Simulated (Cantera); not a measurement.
Cantera run:

```python
import numpy as np
import cantera as ct

gas_names = """
    Br Br2 H HBr H2 N NH NH2 NH3 N2 N2H2 N2H4 Si SiBr SiBr2 SiBr3 SiBr4 SiH SiHBr3 SiH2 SiH2Br2 SiH3
    SiH3Br SiH4 SiN Si2 Si2N Si3
""".split()
cond_names = """
    Br2(cr) Br2(L) Si(cr) Si(L) Si3N4(a)
""".split()


# ... load() reads the species with a 1 bar reference pressure and builds the phases ...
atoms = {
    'Si': {'Si': 1},
    'HBr': {'H': 1, 'Br': 1},
    'N2': {'N': 2},
}
top_T = {'Si3N4(a)': 2400}  # K; cautious upper limits of use, not melting points


# ... equilibrate(T, P, feed) seeds the gas with the atoms and calls Mixture.equilibrate('TP', solver="vcs", rtol=1e-11, max_steps=5000) ...
results = []
feed = {'Si': 1, 'HBr': 10, 'N2': 47}  # mol
P = 1000  # Pa
for T in [975, 1025, 1075, 1125, 1175, 1225, 1275]:
    mix = equilibrate(T, P, feed)
    results.append((T, P, feed, dict(zip(mix.species_names, mix.species_moles))))

top = {s: max(r[3][s] / sum(r[3][g] for g in gas_names) for r in results) for s in gas_names}
cols = sorted((s for s in top if top[s] > 0.001), key=lambda s: -top[s])[:5]
seen = [c for c in cond_names if any(r[3].get(c, 0) > 1e-12 for r in results)]
print("log10 of partial pressures in bar; condensed amounts in mol")
print(f"{'T/K':>10s}" + "".join(f"{s[:9]:>10s}" for s in cols + seen))
for T, P, feed, n in results:
    ng = sum(n[g] for g in gas_names)
    print(f"{T:10.4g}" + "".join(f"{np.log10(max(n[s] / ng * P / 1e5, 1e-99)):10.3f}" for s in cols)
          + "".join(f"{n.get(c, 0):10.4g}" for c in seen))
```

Output:

```
log10 of partial pressures in bar; condensed amounts in mol
       T/K        N2       HBr        H2     SiBr4        Br  Si3N4(a)
       975    -2.081    -2.843    -3.763    -4.065    -6.580    0.1718
      1025    -2.081    -2.842    -3.768    -4.071    -6.179    0.1739
      1075    -2.081    -2.841    -3.773    -4.078    -5.815    0.1757
      1125    -2.081    -2.840    -3.776    -4.087    -5.483    0.1768
      1175    -2.081    -2.840    -3.777    -4.101    -5.181    0.1764
      1225    -2.081    -2.842    -3.773    -4.127    -4.907     0.172
      1275    -2.082    -2.845    -3.761    -4.179    -4.661     0.158
```

Cantera equilibrium calculation (NASA polynomials, part measured and part estimated; ideal gas, pure solids and liquids). N2 is the only nitrogen source here; it is nearly inert below about 1500 K, so the nitride shown seldom forms there in practice. The tables' values for SiBr3 are old estimates; treat these amounts as uncertain.
